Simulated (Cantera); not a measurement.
A Cantera script and what it prints.

```python
import numpy as np
import cantera as ct

gas_names = """
    N NO NO2 NO3 N2 N2O O O2 O3 Si SiN SiO SiO2 Si2 Si2N Si3
""".split()
cond_names = """
    Si(cr) Si(L) SiO2(Lqz) SiO2(hqz) SiO2(L) Si2N2O(s) Si3N4(a)
""".split()


def load(file, names, dense=False):
    # The tables refer to 1 bar. Condensed volumes are neglected.
    table = {s.name: s for s in ct.Species.list_from_file(file)}
    out = []
    for n in names:
        d = dict(table[n].input_data)
        d["thermo"] = dict(d["thermo"], **{"reference-pressure": 1e5})
        if dense:
            d["equation-of-state"] = {"model": "constant-volume", "density": "1e6 g/cm^3"}
        out.append(ct.Species.from_dict(d))
    return out


gas = ct.Solution(thermo="ideal-gas", species=load("nasa_gas.yaml", gas_names))
cond = {s.name: ct.Solution(thermo="fixed-stoichiometry", species=[s], name=s.name)
        for s in load("nasa_condensed.yaml", cond_names, dense=True)}
atoms = {
    'Si': {'Si': 1},
    'N2O': {'N': 2, 'O': 1},
    'N2': {'N': 2},
}
top_T = {'Si2N2O(s)': 2100, 'Si3N4(a)': 2400}  # K; cautious upper limits of use, not melting points


def equilibrate(T, P, feed):
    n = {}
    for name, mol in feed.items():
        for a, k in atoms[name].items():
            n[a] = n.get(a, 0.0) + k * mol
    gas.TPX = T, P, n
    mass = sum(n.values()) * gas.mean_molecular_weight
    gas.equilibrate("TP")
    valid = [c for c in cond.values() if c.min_temp <= T <= top_T.get(c.name, c.max_temp)]
    mix = ct.Mixture([(gas, mass / gas.mean_molecular_weight)] + [(c, 0.0) for c in valid])
    mix.T, mix.P = T, P
    mix.equilibrate("TP", solver="vcs", rtol=1e-11, max_steps=5000)
    return mix


results = []
feed = {'Si': 1, 'N2O': 0.015, 'N2': 7.3}  # mol
P = 30000  # Pa
for T in [1100, 1200, 1300, 1400, 1500, 1600, 1700, 1800, 1900]:
    mix = equilibrate(T, P, feed)
    results.append((T, P, feed, dict(zip(mix.species_names, mix.species_moles))))

top = {s: max(r[3][s] / sum(r[3][g] for g in gas_names) for r in results) for s in gas_names}
cols = sorted((s for s in top if top[s] > 1e-05), key=lambda s: -top[s])[:6]
seen = [c for c in cond_names if any(r[3].get(c, 0) > 1e-12 for r in results)]
print("log10 of partial pressures in bar; condensed amounts in mol")
print(f"{'T/K':>10s}" + "".join(f"{s[:9]:>10s}" for s in cols + seen))
for T, P, feed, n in results:
    ng = sum(n[g] for g in gas_names)
    print(f"{T:10.4g}" + "".join(f"{np.log10(max(n[s] / ng * P / 1e5, 1e-99)):10.3f}" for s in cols)
          + "".join(f"{n.get(c, 0):10.4g}" for c in seen))
```

Output:

```
log10 of partial pressures in bar; condensed amounts in mol
       T/K        N2       SiO        Si Si2N2O(s)  Si3N4(a)
      1100    -0.523   -14.695   -19.289     0.015    0.3233
      1200    -0.523   -12.383   -16.539     0.015    0.3233
      1300    -0.523   -10.434   -14.217     0.015    0.3233
      1400    -0.523    -8.768   -12.230     0.015    0.3233
      1500    -0.523    -7.330   -10.512     0.015    0.3233
      1600    -0.523    -6.075    -9.012   0.01498    0.3233
      1700    -0.523    -4.972    -7.691   0.01476    0.3234
      1800    -0.523    -3.995    -6.520   0.01275    0.3241
      1900    -0.524    -3.171    -5.473         0    0.3283
```

Equilibrium computed with Cantera from the NASA thermochemical tables; the gas is ideal and each condensed phase is pure. Mutual solubility and eutectic melting of coexisting phases are not modelled.
